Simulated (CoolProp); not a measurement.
A closed Brayton cycle with carbon dioxide: compressor inlet 333.15 K and 9.5 MPa, high pressure 19.8 MPa, turbine inlet 845 K, compressor efficiency 0.8, turbine efficiency 0.93, recuperator effectiveness 0 (on enthalpy, no pinch check). Each further row changes one setting.

The numbers come from the reference Helmholtz-energy equation of state, Span 1996 in CoolProp.

```tsv
case	thermal efficiency (%)	net work (kJ/kg)	compressor to turbine work	compressor exit (K)	turbine exit (K)
as stated	11.2	66.0	0.37	394.3	751.9
turbine inlet 795 K	11.2	59.2	[?]	394.3	[?]
compressor inlet 343.15 K	10.9	60.9	[?]	[?]	751.9
high pressure 16.8 MPa	8.9	53.4	[?]	380.3	[?]
recuperator effectiveness 0.5	17.4	66.0	0.37	394.3	751.9
```

Problem. Complete the blanks.

Solution. 
- turbine inlet 795 K, compressor to turbine work: 0.39
- turbine inlet 795 K, turbine exit (K): 705.3
- compressor inlet 343.15 K, compressor to turbine work: 0.42
- compressor inlet 343.15 K, compressor exit (K): 409.5
- high pressure 16.8 MPa, compressor to turbine work: 0.35
- high pressure 16.8 MPa, turbine exit (K): 772.3
